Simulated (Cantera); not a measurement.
Input: 1 mol SiCl4, 28 mol NO, 34 mol N2, 0.34 mol H2O, at 170 Pa.

Method: chemical equilibrium by Gibbs-energy minimisation in Cantera with the NASA 1993 tables (ideal gas, pure condensed phases). Candidate condensed phases: H2O, NH4Cl, Si, SiO2, Si2N2O, Si3N4; 47 gas species. The tables hold silica as quartz up to 1696 K and as liquid above; real silica turns to tridymite and cristobalite and melts near 1996 K. Equilibrium is a limit: real reactors are often held back by kinetics, nucleation or transport.

Q: Which condensed phases are stable at each of these points (T (°C)): 352, 452, 552, 652, 752, 852, 952?

A: 
```tsv
T (°C)	condensed phases	Si condensed (%)
352	SiO2(α-quartz)	100.0
452	SiO2(α-quartz)	100.0
552	SiO2(α-quartz)	100.0
652	SiO2(β-quartz)	100.0
752	SiO2(β-quartz)	100.0
852	SiO2(β-quartz)	100.0
952	SiO2(β-quartz)	100.0
```

From 352 °C to 552 °C the condensed part is SiO2(α-quartz). From 652 °C to 952 °C the condensed part is SiO2(β-quartz).
